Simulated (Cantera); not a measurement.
**Thermodynamics of silicon epitaxy and polysilicon growth, feed Si3H8 + Cl2 + H2**

Input: 1 mol Si3H8, 0.19 mol Cl2, 44 mol H2, held at 69.0 mbar.

Method: chemical equilibrium by Gibbs-energy minimisation in Cantera with the NASA 1993 tables (ideal gas, pure condensed phases). Candidate condensed phases: Si; 19 gas species. The feed counts by its element totals alone. Gases not in the tables: Si2H6 and higher silanes. Kinetics and transport are ignored.

```json
[
 {"T (K)": "1323", "x H2": "0.992", "x HCl": "0.00755", "x H": "6.01e-6", "x SiCl2": "0.000157", "x Si": "1.29e-9", "x SiH2": "1.12e-7", "x SiH": "2.47e-9", "n Si(s)": "2.99", "n Si(l)": "0"},
 {"T (K)": "1398", "x H2": "0.992", "x HCl": "0.00754", "x H": "1.79e-5", "x SiCl2": "0.000169", "x Si": "1.13e-8", "x SiH2": "3.63e-7", "x SiH": "1.49e-8", "n Si(s)": "2.99", "n Si(l)": "0"},
 {"T (K)": "1473", "x H2": "0.992", "x HCl": "0.00752", "x H": "4.80e-5", "x SiCl2": "0.000179", "x Si": "7.93e-8", "x SiH2": "1.04e-6", "x SiH": "7.46e-8", "n Si(s)": "2.99", "n Si(l)": "0"},
 {"T (K)": "1548", "x H2": "0.992", "x HCl": "0.00750", "x H": "0.000117", "x SiCl2": "0.000189", "x Si": "4.60e-7", "x SiH2": "2.70e-6", "x SiH": "3.19e-7", "n Si(s)": "2.99", "n Si(l)": "0"},
 {"T (K)": "1623", "x H2": "0.992", "x HCl": "0.00748", "x H": "0.000262", "x SiCl2": "0.000198", "x Si": "2.27e-6", "x SiH2": "6.42e-6", "x SiH": "1.19e-6", "n Si(s)": "2.99", "n Si(l)": "0"},
 {"T (K)": "1698", "x H2": "0.992", "x HCl": "0.00747", "x H": "0.000548", "x SiCl2": "0.000202", "x Si": "9.52e-6", "x SiH2": "1.39e-5", "x SiH": "3.88e-6", "n Si(s)": "0", "n Si(l)": "2.99"},
 {"T (K)": "1773", "x H2": "0.991", "x HCl": "0.00750", "x H": "0.00108", "x SiCl2": "0.000182", "x Si": "3.09e-5", "x SiH2": "2.45e-5", "x SiH": "9.97e-6", "n Si(s)": "0", "n Si(l)": "2.99"}
]
```
x: gas mole fraction; n: condensed amount in mol.

From 1323 K to 1623 K the condensed part is Si(s). From 1698 K to 1773 K the condensed part is Si(l). The main Si-bearing gas is SiCl2 throughout.
